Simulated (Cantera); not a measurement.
An isothermal, constant-pressure homogeneous reactor starts with NO : N2 = 1 : 0.23 (molar parts), at 1650 K and 12.8 Torr. Integrator tolerance rtol = 1e-08.

Cantera simulation using GRI-Mech 3.0 (53 species, 325 reactions); the numbers are that mechanism's predictions, not measurements. Radical loss at walls, strong at low pressure, is not modelled.

**Question.** What does this change do: NO 1 to 0.61 parts?

**Answer.** 
```json
[
 {"quantity": "x(NO) at 50.0 s", "before": "0.750 (gas-phase equilibrium 0.00288)", "after": "0.676 (gas-phase equilibrium 0.00282)"},
 {"quantity": "x(O2) at 50.0 s", "before": "0.0311 (gas-phase equilibrium 0.405)", "after": "0.0252 (gas-phase equilibrium 0.362)"},
 {"quantity": "x(O) at 50.0 s", "before": "4.49e-5 (gas-phase equilibrium 0.000127)", "after": "4.08e-5 (gas-phase equilibrium 0.000120)"},
 {"quantity": "x(NO2) at 50.0 s", "before": "0.000123 (gas-phase equilibrium 1.84e-6)", "after": "0.000100 (gas-phase equilibrium 1.70e-6)"},
 {"quantity": "x(N2) at 50.0 s", "before": "0.218 (gas-phase equilibrium 0.592)", "after": "0.299 (gas-phase equilibrium 0.635)"}
]
```
